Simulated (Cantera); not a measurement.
Premixed flame

A freely propagating, adiabatic, planar premixed flame of CO : H₂ : CH₄ : O₂ : N₂ = 1 : 1.1 : 0.15 : 1.52 : 5.7 (molar parts), unburnt at 375 K and 2.80 bar; mixture-averaged transport, grid criteria slope 0.08 and curve 0.16, no radiation.

Detailed kinetics in Cantera: GRI-Mech 3.0 (53 species, 325 reactions). Burning velocities carry a grid error of a few per cent, more on coarse grids.

```json
[
 {"z (mm)": "-0.409", "T (K)": "375", "u (m/s)": "0.990", "x CO": "0.106", "x H₂": "0.116", "x CH₄": "0.0158", "x O₂": "0.161", "x HCN": "<1e-8", "x H": "<1e-8"},
 {"z (mm)": "-0.272", "T (K)": "375", "u (m/s)": "0.990", "x CO": "0.106", "x H₂": "0.115", "x CH₄": "0.0159", "x O₂": "0.161", "x HCN": "<1e-8", "x H": "<1e-8"},
 {"z (mm)": "-0.204", "T (K)": "376", "u (m/s)": "0.989", "x CO": "0.106", "x H₂": "0.112", "x CH₄": "0.0159", "x O₂": "0.161", "x HCN": "<1e-8", "x H": "<1e-8"},
 {"z (mm)": "-0.136", "T (K)": "383", "u (m/s)": "0.999", "x CO": "0.107", "x H₂": "0.104", "x CH₄": "0.0160", "x O₂": "0.162", "x HCN": "<1e-8", "x H": "<1e-8"},
 {"z (mm)": "-0.0681", "T (K)": "539", "u (m/s)": "1.37", "x CO": "0.108", "x H₂": "0.0759", "x CH₄": "0.0151", "x O₂": "0.160", "x HCN": "<1e-8", "x H": "5.69e-6"},
 {"z (mm)": "-0.0341", "T (K)": "934", "u (m/s)": "2.35", "x CO": "0.102", "x H₂": "0.0513", "x CH₄": "0.0109", "x O₂": "0.139", "x HCN": "1.50e-8", "x H": "0.000748"},
 {"z (mm)": "0", "T (K)": "1386", "u (m/s)": "3.46", "x CO": "0.0908", "x H₂": "0.0280", "x CH₄": "0.00348", "x O₂": "0.0998", "x HCN": "5.51e-8", "x H": "0.00427"},
 {"z (mm)": "0.0341", "T (K)": "1651", "u (m/s)": "4.08", "x CO": "0.0725", "x H₂": "0.0139", "x CH₄": "0.000292", "x O₂": "0.0678", "x HCN": "6.75e-8", "x H": "0.00727"},
 {"z (mm)": "0.0681", "T (K)": "1790", "u (m/s)": "4.39", "x CO": "0.0560", "x H₂": "0.00948", "x CH₄": "1.23e-5", "x O₂": "0.0533", "x HCN": "2.91e-8", "x H": "0.00757"},
 {"z (mm)": "0.136", "T (K)": "1944", "u (m/s)": "4.71", "x CO": "0.0382", "x H₂": "0.00802", "x CH₄": "2.49e-8", "x O₂": "0.0429", "x HCN": "<1e-8", "x H": "0.00595"},
 {"z (mm)": "0.272", "T (K)": "2087", "u (m/s)": "5.01", "x CO": "0.0266", "x H₂": "0.00637", "x CH₄": "<1e-8", "x O₂": "0.0362", "x HCN": "<1e-8", "x H": "0.00343"},
 {"z (mm)": "0.545", "T (K)": "2197", "u (m/s)": "5.23", "x CO": "0.0188", "x H₂": "0.00429", "x CH₄": "<1e-8", "x O₂": "0.0316", "x HCN": "<1e-8", "x H": "0.00159"},
 {"z (mm)": "1.09", "T (K)": "2271", "u (m/s)": "5.38", "x CO": "0.0127", "x H₂": "0.00274", "x CH₄": "<1e-8", "x O₂": "0.0282", "x HCN": "<1e-8", "x H": "0.000721"}
]
```
x: mole fraction of selected species; z is measured from the peak of heat release.

```json
{
 "laminar_burning_velocity": "99.1 cm/s",
 "thermal_thickness": "0.136 mm",
 "peak x(HCN)": "7.37e-8",
 "peak x(H)": "0.00767",
 "grid_points": "143"
}
```
